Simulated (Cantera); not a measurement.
A closed system holds: 1 mol CaO, 8.9 mol Cl2, 10 mol H2, at 0.00720 bar.

Equilibrium computed with Cantera from the NASA thermochemical tables; the gas is ideal and each condensed phase is pure. Candidate condensed phases: Ca, CaCl2, CaO, Ca(OH)2, H2O; 21 gas species. The numbers say what is thermodynamically allowed, not how fast it happens. All values below are at 1423 K.

Base state: HCl 0.836, H2 0.0583, CaCl2 0.0529, H2O 0.0529, Cl 0.000222, H 1.89e-5 (mole fractions); condensed: gas only.

Task: What changes in the equilibrium state with this change: Cl2 from 8.9 to 1.1 mol?

Result: 
```json
[
 {"species": "H2", "before": "0.0583", "after": "0.802"},
 {"species": "HCl", "before": "0.836", "after": "0.113"},
 {"species": "H2O", "before": "0.0529", "after": "0.0426"},
 {"species": "CaCl2", "before": "0.0529", "after": "0.0426"},
 {"species": "Cl", "before": "0.000222", "after": "8.09e-6"},
 {"species": "H", "before": "1.89e-5", "after": "7.01e-5"},
 {"species": "CaO(s), mol", "before": "0", "after": "0.527"}
]
```
Condensed phases not in the tables: oxide chlorides.
